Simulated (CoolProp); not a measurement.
c-C4F8 (RC318) along the isotherm 226.85 °C: fugacity coefficient from the reference equation and from simpler models built on Tc = 115.2 °C, pc = 2.778 MPa, ω = 0.355; each cubic takes its own stable root.

The numbers come from the reference Helmholtz-energy equation of state, Platzer 1990 in CoolProp. This equation is an older, rougher fit; its heat capacities, sound speeds and derivatives of the liquid may be far off and weren't checked against measurements.

| p (MPa) | phase | reference | van der Waals | Redlich-Kwong | Soave-Redlich-Kwong |
|---|---|---|---|---|---|
| 1.39 | gas | 0.9370 | 0.9224 | 0.9224 | 0.9398 |
| 2.78 | supercritical | 0.8776 | 0.8470 | 0.8499 | 0.8842 |
| 4.17 | supercritical | 0.8225 | 0.7741 | 0.7831 | 0.8338 |
| 5.56 | supercritical | 0.7725 | 0.7062 | 0.7232 | 0.7892 |
| 6.94 | supercritical | 0.7290 | 0.6496 | 0.6723 | 0.7512 |
| 8.33 | supercritical | 0.6919 | 0.6068 | 0.6308 | 0.7195 |
| 9.72 | supercritical | 0.6617 | 0.5759 | 0.5982 | 0.6940 |
| 11.1 | supercritical | 0.6378 | 0.5541 | 0.5731 | 0.6740 |
| 12.5 | supercritical | 0.6190 | 0.5386 | 0.5534 | 0.6585 |
| 13.9 | supercritical | 0.6046 | 0.5282 | 0.5384 | 0.6468 |
